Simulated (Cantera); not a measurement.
Feed: 1 mol C₂H₅OH, 0.28 mol CO₂, 8.8 mol H₂, held at 1573.15 K and 2600000 Pa.

Equilibrium computed with Cantera from the NASA thermochemical tables; the gas is ideal and each condensed phase is pure. Candidate condensed phases: C, C₆H₆, C₇H₈, C₈H₁₈, H₂O; 110 gas species. Equilibrium is a limit: real reactors are often held back by kinetics, nucleation or transport.

Base state: H₂ 0.845, CO 0.118, CH₄ 0.0340, H₂O 0.00270, CO₂ 0.000130, C₂H₄ 5.44e-5, C₂H₂ (acetylene) 1.75e-5 (mole fractions); condensed: C(graphite).

Q: What changes in the equilibrium state with this change: pressure from 2600000 Pa to 1000 Pa?

A: 
```
species             before     after
----------------  --------  --------
H₂                   0.845     0.883
CO                   0.118     0.117
H                  7.34e-6  0.000383
CH₄                 0.0340   1.43e-5
H₂O                0.00270   1.07e-6
CO₂               0.000130   4.89e-8
C₂H₄               5.44e-5   2.28e-8
C₂H₂ (acetylene)   1.75e-5   1.83e-5
C(graphite), mol     0.316     0.719
```

Q: What changes in the equilibrium state with this change: temperature from 1573.15 K to 2573.15 K?

A: 
```csv
species,before,after
H₂,0.845,0.861
CO,0.118,0.117
C₂H₂ (acetylene),1.75e-5,0.0126
CH₄,0.0340,0.00258
C₄H₂,<1e-9,7.59e-5
C₃H₃ (propargyl),<1e-9,1.31e-5
C₂H₂ (vinylidene),<1e-9,1.25e-5
C₂H₃ (vinyl),2.45e-9,1.19e-5
H,7.34e-6,0.00626
"C(graphite), mol",0.316,0.336
```

Q: What changes in the equilibrium state with this change: C₂H₅OH replaced by C₂H₆?

A: 
| species | before | after |
|---|---|---|
| H₂ | 0.845 | 0.913 |
| CO | 0.118 | 0.0460 |
| CH₄ | 0.0340 | 0.0397 |
| CO₂ | 0.000130 | 1.97e-5 |
| H₂O | 0.00270 | 0.00113 |
| C(graphite), mol | 0.316 | 1.26 |
